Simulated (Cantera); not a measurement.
A closed system holds: 1 mol toluene, 0.34 mol CO₂, 6.9 mol H₂, at 625 K.

Method: chemical equilibrium by Gibbs-energy minimisation in Cantera with the NASA 1993 tables (ideal gas, pure condensed phases). Candidate condensed phases: C, C₆H₆, C₇H₈, C₈H₁₈, H₂O; 110 gas species. Equilibrium is a limit: real reactors are often held back by kinetics, nucleation or transport.

### Question
At 10.0 mbar, list the 5 most abundant gas species with their mole fractions, and the condensed phases.

### Answer
H₂ 0.694, CH₄ 0.233, H₂O 0.0692, CO₂ 0.00298, CO 0.00144. Condensed: C(graphite).
